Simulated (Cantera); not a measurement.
Charge: 1 mol Si2Cl6, 0.018 mol Cl2, 4.5 mol H2, at 0.100 bar.

These are equilibrium values from Cantera (NASA tables, ideal gas, pure condensed phases), not measurements of a reactor. Candidate condensed phases: Si; 19 gas species. The feed counts by its element totals alone. Rates play no part.

Over these rows the condensed part is Si(s). Partial pressures as log10 of bar:

```csv
T (K),1000/T (1/K),log p SiCl2,log p H2,log p SiCl4,log p SiHCl3,log p HCl
875,1.1429,-5.12,-1.14,-1.67,-2.29,-3.18
925,1.0811,-4.61,-1.14,-1.67,-2.30,-2.96
975,1.0256,-4.16,-1.14,-1.68,-2.31,-2.75
1025,0.9756,-3.75,-1.15,-1.69,-2.33,-2.57
1075,0.9302,?,-1.15,-1.70,-2.35,-2.41
1125,0.8889,-3.05,-1.16,-1.72,-2.37,-2.27
```

Question: Fit log p(SiCl2) = a + b·(1000/T) to the five rows, give the apparent enthalpy, and predict the row at 1075 K.

Answer: Means: 1000/T = 1.0228, log p = -4.138. Sxy = -0.309514, Sxx = 0.0379878, so b = -8.15 and a = -4.138 − (-8.15)×1.0228 = 4.20.
Apparent enthalpy: −19.145 × (-8.15) = 156 kJ/mol. With the condensed phases at unit activity, 1/2 Si(s) + 1/2 SiCl4(g) = SiCl2(g) links this pressure to the main gases: over the six rows their terms move log p by -0.03 in all, so the slope is close to that reaction's ΔH°. The five rows lie within 0.01 of the line.
Prediction at 1075 K: 4.20 + (-8.15)×0.9302 = -3.38. The computed value is -3.38, 0.00 from the line.
